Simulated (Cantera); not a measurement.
Charge: 1 mol acetone, 0.35 mol H2O, 62 mol H2, at 1100000 Pa.

Method: chemical equilibrium by Gibbs-energy minimisation in Cantera with the NASA 1993 tables (ideal gas, pure condensed phases). Candidate condensed phases: C, C6H6, C7H8, C8H18, H2O; 110 gas species. The feed counts by its element totals alone. Kinetics and transport are ignored.

x: gas mole fraction; n: condensed amount in mol.

```tsv
T (K)	x H2	x CH4	x CO	x H2O	x C2H2 (acetylene)	n C(graphite)
1125	0.935	0.0436	0.00409	0.0172	5.29e-10	0
1325	0.950	0.0286	0.0177	0.00310	1.49e-7	0
1525	0.956	?	0.0204	?	?	?
1725	0.969	0.0103	0.0204	9.13e-5	8.93e-5	0.957
1925	0.973	?	0.0203	?	?	1.22
2125	0.974	0.00324	0.0203	1.60e-5	0.00163	1.20
2325	0.969	0.00211	0.0202	8.39e-6	0.00474	0.855
2525	0.958	0.00144	0.0202	4.91e-6	0.0113	0
```

Problem. What belongs in the gaps?

Solution. 
- 1925, x CH4: 0.00544
- 1925, x H2O: 3.48e-5
- 1925, x C2H2 (acetylene): 0.000446
- 1525, x CH4: 0.0229
- 1525, x H2O: 0.000309
- 1525, x C2H2 (acetylene): 1.16e-5
- 1525, n C(graphite): 0.169
